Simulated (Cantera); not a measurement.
Charge: 1 mol PbO, 6.6 mol H2, 9.3 mol N2, held at 1600 Pa.

Equilibrium computed with Cantera from the NASA thermochemical tables; the gas is ideal and each condensed phase is pure. Candidate condensed phases: H2O, Pb, PbO, PbO2, Pb3O4; 27 gas species. The numbers say what is thermodynamically allowed, not how fast it happens.

Problem. What share of the Pb ends up in condensed phases as a function of T (K), at 925, 1075, 1225, 1375, 1525, 1675, 1825, 1975, 2125?

Solution. 
| T (K) | Pb condensed (%) | as |
|---|---|---|
| 925 | 99.7 | Pb(l) |
| 1075 | 92.4 | Pb(l) |
| 1225 | 1.4 | Pb(l) |
| 1375 | 0.0 | - |
| 1525 | 0.0 | - |
| 1675 | 0.0 | - |
| 1825 | 0.0 | - |
| 1975 | 0.0 | - |
| 2125 | 0.0 | - |
